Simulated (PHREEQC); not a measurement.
## Polishing slurry liquid: an equilibrium model

A solution holds 0.14 mol K2CO3, 0.0012 mol H4SiO4 and 8.2e-05 mol KH2PO4 per kg of water, at 25 °C. Closed to the air; pH follows from the charge balance.

All values are PHREEQC results (ion-association model, phreeqc.dat), not measurements.

```json
{
 "pH": "11.33",
 "ionic_strength": "0.416 mol/kgw",
 "activity_of_water": "0.993",
 "specific_conductance": "26000 µS/cm",
 "density": "1.014 g/cm³",
 "total_alkalinity": "280 meq/kg"
}
```

```
species   molality  activity   log γ
--------  --------  --------  ------
K+           0.280     0.184  -0.183
CO3-2        0.135    0.0330  -0.614
HCO3-      0.00467   0.00328  -0.153
OH-        0.00333   0.00215  -0.189
H3SiO4-    0.00113  0.000752  -0.178
H2SiO4-2   4.50e-5   1.10e-5  -0.614
HPO4-2     4.09e-5   9.40e-6  -0.639
PO4-3      3.63e-5   9.08e-7  -1.602
H4SiO4     2.16e-5   2.38e-5   0.042
KHPO4-     4.80e-6   3.37e-6  -0.153
CO2        3.15e-8   3.47e-8   0.042
H2PO4-     1.00e-9  7.06e-10  -0.153
```

Precipitation was switched off in this run. Species that the database lacks are ignored.
